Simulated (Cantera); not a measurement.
Input: 1 mol B2H6, 0.17 mol O2, 25 mol N2, equilibrated at 1802 °C and 133 Pa.

Equilibrium computed with Cantera from the NASA thermochemical tables; the gas is ideal and each condensed phase is pure. Candidate condensed phases: B, BN, B2O3, B3O3H3, H2O; 39 gas species. The feed counts by its element totals alone. The tables' values for BH2 are old estimates; treat these amounts as uncertain. Kinetics and transport are ignored.

Base state: N2 0.870, H2 0.0953, H 0.0225, BO 0.00895, HBO 0.00280, B2O2 0.000201, B 0.000182, B2O 8.64e-5 (mole fractions); condensed: BN(s).

Q: What changes in the equilibrium state with this change: B2H6 replaced by BF3?

A: 
```csv
species,before,after
N2,0.870,0.943
BF3,0,0.0298
F,0,0.0158
H2,0.0953,0
H,0.0225,0
BOF,0,0.00786
HBO,0.00280,0
"BN(s), mol",1.65,0
```
The tables' values for BF2 are old estimates; treat these amounts as uncertain.
